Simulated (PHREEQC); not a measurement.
Dissolve 0.018 mol/kgw CuSO4, 0.074 mol/kgw H2SO4 and 0.00028 mol/kgw FeCl3 at 62 °C. It is in equilibrium with CO2 at log p = -1 (atm). Otherwise closed; pH follows from the charge balance.

Model: ion-association model, wateq4f.dat, run in PHREEQC.

```csv
quantity,before,after
pH,1.23,1.94
ionic strength (mol/kgw),0.126,0.0613
Cu+2 (mol/kgw),0.0134,0.0120
SO4-2 (mol/kgw),0.0123,0.0109
CuSO4 (mol/kgw),0.00460,0.00590
SI of Goethite (FeOOH),+0.02,+2.21
SI of Hematite (Fe2O3),+2.21,+6.57
```

**Question.** What was changed between the two runs?
A) FeCl3 from 0.00028 to 0.0014 mol/kgw
B) diluted 5-fold with water
C) H2SO4 from 0.074 to 0.0148 mol/kgw
D) diluted 2-fold with water

**Answer.** C, H2SO4 from 0.074 to 0.0148 mol/kgw

This is a speciation only: nothing precipitates in the calculation. Some of these states are supersaturated (in Hematite (slow to form), Goethite (slow to form), for instance). At this temperature some constants are extrapolated from 25 °C, and those without enthalpy data are left unchanged.
